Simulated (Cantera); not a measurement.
Ignition delay

Mixture: 5.73 % CH4, 0.355 % CO, 14.2 % O2, 79.7 % N2, at 10.9 atm, adiabatic and at constant pressure. Ignition delay is the time to a rise of 400 K.

Detailed kinetics in Cantera: GRI-Mech 3.0 (53 species, 325 reactions).

```csv
T0 (K),delay (ms)
1048,51.0
1148,11.7
1248,3.35
1348,1.09
1448,0.388
1548,0.150
1648,0.0622
1748,0.0283
1848,0.0141
1948,0.00768
```

```json
{
 "apparent activation energy between 1748 and 1948 K": "180 kJ/mol"
}
```
